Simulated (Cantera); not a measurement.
Charge: 1 mol C6H6, 7.1 mol H2, equilibrated at 14.0 bar.

Method: chemical equilibrium by Gibbs-energy minimisation in Cantera with the NASA 1993 tables (ideal gas, pure condensed phases). Candidate condensed phases: C, C6H6, C7H8, C8H18; 76 gas species. Kinetics and transport are ignored.

x: gas mole fraction; n: condensed amount in mol.

```
T (°C)   x H2    x CH4  x C2H2 (acetylene)       x H     x CH3    x C2H4   x C2H6  n C(graphite)
------  -----  -------  ------------------  --------  --------  --------  -------  -------------
575     0.283    0.717            2.50e-12  2.70e-12  1.04e-10   2.85e-7  6.71e-5           1.78
725     0.565    0.435            6.10e-10  4.32e-10   5.75e-9   2.61e-6  5.82e-5           2.94
875     0.791    0.209             2.94e-8   1.70e-8   8.39e-8   9.28e-6  3.03e-5           4.26
1025    0.908   0.0920             5.07e-7   2.73e-7   5.43e-7   1.90e-5  1.26e-5           5.15
1175    0.957        ?                   ?         ?         ?         ?        ?           5.58
1325    0.978   0.0220             2.63e-5   1.41e-5   6.45e-6   4.09e-5  2.42e-6           5.78
1475    0.987        ?                   ?         ?         ?         ?        ?           5.87
1625    0.992  0.00778            0.000373  0.000208   3.27e-5   6.37e-5  7.09e-7           5.91
1775    0.993  0.00517             0.00104  0.000596   6.11e-5   7.50e-5  4.36e-7           5.92
1925    0.992  0.00364             0.00251   0.00148  0.000104   8.61e-5  2.85e-7           5.91
2075    0.988  0.00267             0.00540   0.00328  0.000165   9.65e-5  1.96e-7           5.86
2225    0.980  0.00203              0.0105   0.00660  0.000245  0.000106  1.39e-7           5.76
```

Q: What belongs in the gaps?

A: 
- 1175, x CH4: 0.0428
- 1175, x C2H2 (acetylene): 4.55e-6
- 1175, x H: 2.41e-6
- 1175, x CH3: 2.17e-6
- 1175, x C2H4: 2.98e-5
- 1175, x C2H6: 5.25e-6
- 1475, x CH4: 0.0125
- 1475, x C2H2 (acetylene): 0.000111
- 1475, x H: 6.07e-5
- 1475, x CH3: 1.57e-5
- 1475, x C2H4: 5.22e-5
- 1475, x C2H6: 1.25e-6
